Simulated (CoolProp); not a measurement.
Aqueous ethanol as a coolant, 40 % by mass, freezing at -29.5 °C, 1 atm.

Model: Melinder's fits for secondary coolants, in CoolProp.

```tsv
T (°C)	cp (kJ/(kg K))	viscosity (mPa s)	Prandtl number	conductivity (W/(m K))
-6.5	3.837	10.2	112	0.349
-2.4	3.873	?	88.8	0.351
1.6	3.905	6.52	72.1	0.353
5.7	3.937	5.32	59.0	0.355
9.7	3.965	4.42	49.1	0.357
13.7	3.992	3.71	?	0.358
17.8	4.017	3.13	?	0.360
21.8	4.039	2.69	30.0	0.362
25.9	4.060	2.31	25.8	0.364
29.9	4.079	2.01	22.5	0.365
34	4.097	1.76	19.6	0.367
```

### Question
What belongs in the gaps?

### Answer

- -2.4, viscosity (mPa s): 8.06
- 13.7, Prandtl number: 41.3
- 17.8, Prandtl number: 34.9
